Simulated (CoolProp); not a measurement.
Cyclohexane along the isotherm 490 K: density (kg/m³) from the reference equation and from simpler models built on Tc = 553.6 K, pc = 4.081 MPa, ω = 0.209; each cubic takes its own stable root.

The numbers come from the reference Helmholtz-energy equation of state, Zhou 2014 in CoolProp.

```json
[
 {"p (MPa)": "1.28", "phase": "gas", "reference": "32.54", "van der Waals": "30.84", "Redlich-Kwong": "32.00", "Soave-Redlich-Kwong": "32.34", "Peng-Robinson": "32.86"},
 {"p (MPa)": "2.55", "phase": "liquid", "reference": "555.4", "van der Waals": "341.1", "Redlich-Kwong": "470.8", "Soave-Redlich-Kwong": "491.5", "Peng-Robinson": "556.4"},
 {"p (MPa)": "3.83", "phase": "liquid", "reference": "563.4", "van der Waals": "360.0", "Redlich-Kwong": "487.3", "Soave-Redlich-Kwong": "504.9", "Peng-Robinson": "570.5"},
 {"p (MPa)": "5.1", "phase": "liquid", "reference": "570.3", "van der Waals": "372.9", "Redlich-Kwong": "500.6", "Soave-Redlich-Kwong": "516.1", "Peng-Robinson": "582.4"},
 {"p (MPa)": "6.38", "phase": "liquid", "reference": "576.5", "van der Waals": "383.0", "Redlich-Kwong": "512.0", "Soave-Redlich-Kwong": "526.0", "Peng-Robinson": "592.9"},
 {"p (MPa)": "7.65", "phase": "liquid", "reference": "582.1", "van der Waals": "391.3", "Redlich-Kwong": "521.9", "Soave-Redlich-Kwong": "534.8", "Peng-Robinson": "602.2"},
 {"p (MPa)": "8.93", "phase": "liquid", "reference": "587.3", "van der Waals": "398.5", "Redlich-Kwong": "530.8", "Soave-Redlich-Kwong": "542.7", "Peng-Robinson": "610.6"},
 {"p (MPa)": "10.2", "phase": "liquid", "reference": "592.0", "van der Waals": "404.7", "Redlich-Kwong": "538.8", "Soave-Redlich-Kwong": "549.9", "Peng-Robinson": "618.3"},
 {"p (MPa)": "11.5", "phase": "liquid", "reference": "596.5", "van der Waals": "410.4", "Redlich-Kwong": "546.2", "Soave-Redlich-Kwong": "556.6", "Peng-Robinson": "625.5"},
 {"p (MPa)": "12.8", "phase": "liquid", "reference": "600.7", "van der Waals": "415.5", "Redlich-Kwong": "553.1", "Soave-Redlich-Kwong": "562.9", "Peng-Robinson": "632.1"},
 {"p (MPa)": "14", "phase": "liquid", "reference": "604.4", "van der Waals": "419.8", "Redlich-Kwong": "558.9", "Soave-Redlich-Kwong": "568.3", "Peng-Robinson": "637.9"},
 {"p (MPa)": "15.3", "phase": "liquid", "reference": "608.2", "van der Waals": "424.1", "Redlich-Kwong": "564.9", "Soave-Redlich-Kwong": "573.7", "Peng-Robinson": "643.7"},
 {"p (MPa)": "16.6", "phase": "liquid", "reference": "611.8", "van der Waals": "428.1", "Redlich-Kwong": "570.4", "Soave-Redlich-Kwong": "578.9", "Peng-Robinson": "649.2"},
 {"p (MPa)": "17.9", "phase": "liquid", "reference": "615.2", "van der Waals": "431.7", "Redlich-Kwong": "575.6", "Soave-Redlich-Kwong": "583.7", "Peng-Robinson": "654.4"},
 {"p (MPa)": "19.1", "phase": "liquid", "reference": "618.2", "van der Waals": "434.9", "Redlich-Kwong": "580.2", "Soave-Redlich-Kwong": "588.0", "Peng-Robinson": "658.9"},
 {"p (MPa)": "20.4", "phase": "liquid", "reference": "621.3", "van der Waals": "438.2", "Redlich-Kwong": "584.9", "Soave-Redlich-Kwong": "592.4", "Peng-Robinson": "663.6"}
]
```
